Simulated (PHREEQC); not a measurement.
## Spent oxide etchant: speciation

Consider water at 25 °C with 0.00275 mol/kgw HF, 0.115 mol/kgw (NH4)2SiF6, 0.0065 mol/kgw HBF4 and 0.000195 mol/kgw HCl. Closed to the air; pH follows from the charge balance.

Equilibrium calculation in PHREEQC: ion-association model, phreeqc.dat.

```json
{
  "pH": "2.27",
  "ionic_strength": "0.352 mol/kgw",
  "activity_of_water": "0.994",
  "density": "1.009 g/cm³",
  "total_alkalinity": "-489 meq/kg"
}
```

```json
[
 {"species": "NH4+", "molality": "0.230", "activity": "0.144", "log γ": "-0.203"},
 {"species": "SiF6-2", "molality": "0.115", "activity": "0.0280", "log γ": "-0.613"},
 {"species": "H+", "molality": "0.00693", "activity": "0.00538", "log γ": "-0.110"},
 {"species": "BF4-", "molality": "0.00554", "activity": "0.00405", "log γ": "-0.136"},
 {"species": "HF", "molality": "0.00522", "activity": "0.00566", "log γ": "0.035"},
 {"species": "F-", "molality": "0.00106", "activity": "0.000701", "log γ": "-0.180"},
 {"species": "H3BO3", "molality": "0.000510", "activity": "0.000554", "log γ": "0.035"},
 {"species": "BF3OH-", "molality": "0.000358", "activity": "0.000262", "log γ": "-0.136"}
]
```

Precipitation was switched off in this run. The solution is supersaturated, for example in Quartz (slow to form), so a real one may precipitate; this is no full list. SiF6-2 is the database's only silicon fluoride. Real BF4- forms and hydrolyses slowly; the run takes it at equilibrium.
